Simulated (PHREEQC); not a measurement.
Solution (36 °C): 0.044 mol MgCl2, 0.0002 mol Na2CO3 and 0.0013 mol H4SiO4 per kg of water. Closed to the air; pH follows from the charge balance.

Model: Pitzer model, pitzer.dat, run in PHREEQC.

| quantity | before | after |
|---|---|---|
| pH | 8.51 | 9.32 |
| H4SiO4 (mol/kgw) | 0.00118 | 0.000771 |
| HCO3- (mol/kgw) | 0.000158 | 0.000747 |
| H3SiO4- (mol/kgw) | 0.000124 | 0.000528 |
| CO2 (mol/kgw) | 6.70e-7 | 4.93e-7 |
| SI of SiO2(a) (SiO2) | -0.35 | -0.53 |
| SI of Magnesite (MgCO3) | +0.38 | +1.85 |

Question: What was changed between the two runs?
A) 0.00062 mol/kgw NaBr added
B) Na2CO3 from 0.0002 to 0.0004 mol/kgw
C) MgCl2 from 0.044 to 0.44 mol/kgw
D) diluted 100-fold with water
E) Na2CO3 from 0.0002 to 0.002 mol/kgw

Answer: E, Na2CO3 from 0.0002 to 0.002 mol/kgw

No solid was allowed to form. Some of these states are supersaturated (in Magnesite (slow to form), for instance). Constants without temperature data keep their 25 °C values here.
